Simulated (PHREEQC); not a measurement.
A solution holds 0.0022 mol HCl, 0.22 mol NaCl and 3.5e-05 mol MnSO4 per kg of water, at 25 °C. Closed to the air; pH follows from the charge balance.

Equilibrium calculation in PHREEQC: ion-association model, phreeqc.dat.

No solid was allowed to form.

### Question
Order these Mn species by the share of Mn that they hold, largest first: Mn+2, MnCl2, MnCl+.

### Answer
Mn+2 (77 %), MnCl+ (21 %), MnCl2 (1.0 %)

### Question
Order these S species by the share of S that they hold, largest first: SO4-2, NaSO4-, HSO4-.

### Answer
SO4-2 (73 %), NaSO4- (23 %), HSO4- (4.7 %)

The pH is 2.76 and the ionic strength 0.222 mol/kgw.
